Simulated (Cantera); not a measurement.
Cantera run:

```python
import numpy as np
import cantera as ct

gas_names = """
    Fe FeO N NO NO2 NO3 N2 N2O O O2 O3 S SN SO SO2 SO3 S2 S2O S8
""".split()
cond_names = """
    Fe(a) Fe(c) Fe(d) Fe(L) FeO(s) FeO(L) FeS(a) FeS(b) FeS(c) FeS(L) FeSO4(s) FeS2(s) Fe2O3(s)
    Fe2S3O12(s) Fe3O4(s) S(cr1) S(cr2) S(L)
""".split()


# ... load() reads the species with a 1 bar reference pressure and builds the phases ...
atoms = {
    'FeS2': {'Fe': 1, 'S': 2},
    'SO3': {'S': 1, 'O': 3},
    'N2': {'N': 2},
}
top_T = {'FeSO4(s)': 950, 'FeS2(s)': 1010, 'Fe2O3(s)': 1830, 'Fe2S3O12(s)': 1100, 'Fe3O4(s)': 1870}  # K; cautious upper limits of use, not melting points


# ... equilibrate(T, P, feed) seeds the gas with the atoms and calls Mixture.equilibrate('TP', solver="vcs", rtol=1e-11, max_steps=5000) ...
results = []
feed = {'FeS2': 1, 'SO3': 1.5, 'N2': 5.1}  # mol
T = 1823.15  # K
P = 101325  # Pa
mix = equilibrate(T, P, feed)
results.append((T, P, feed, dict(zip(mix.species_names, mix.species_moles))))
x = sorted(zip(gas.X, gas.species_names), reverse=True)
print(f"T = {T:g} K  P = {P:g} Pa  gas = {mix.phase_moles(0):.4g} mol")
print("   x: " + "  ".join(f"{s} {v:.3e}" for v, s in x if v > 1e-05))
print("   condensed (mol): " + ("  ".join(f"{mix.phase(i).name} {mix.phase_moles(i):.4g}"
      for i in range(1, mix.n_phases) if mix.phase_moles(i) > 1e-12) or "none"))
```

Output:

```
T = 1823.15 K  P = 101325 Pa  gas = 7.743 mol
   x: N2 6.587e-01  SO2 2.176e-01  S2 1.066e-01  SO 1.278e-02  S2O 4.119e-03  S 2.897e-04
   condensed (mol): FeO(L) 1
```

Equilibrium computed with Cantera from the NASA thermochemical tables; the gas is ideal and each condensed phase is pure. The tables' stoichiometric FeO is somewhat more stable than real wüstite, so its field is too wide. FeO: taken at fixed stoichiometry.
